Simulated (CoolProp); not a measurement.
The fluid at 265.14 K and 0.26 MPa expands adiabatically to 0.108 MPa with isentropic efficiency 0.9. The same conditions are run with several fluids, on thermodynamics alone (safety and materials aside).

Model: reference Helmholtz-energy equation of state of each fluid (propane: Lemmon 2009; R410A: Lemmon 2003; ethane: Bücker 2006; R143a: Lemmon and Jacobsen 2000; carbon monoxide: Lemmon 2006), in CoolProp. Blends and air are pseudo-pure fits.

Rank propane, R410A, ethane, R143a, carbon monoxide by work (kJ/kg), highest first.

carbon monoxide (54.9), ethane (52.4), propane (35.4), R410A (21.3), R143a (18.5)

| fluid | final temperature (K) | final density (kg/m³) |
|---|---|---|
| propane | 237.6 | 2.50 |
| R410A | 233.0 | 4.21 |
| ethane | 229.6 | 1.73 |
| R143a | 239.4 | 4.76 |
| carbon monoxide | 212.0 | 1.72 |
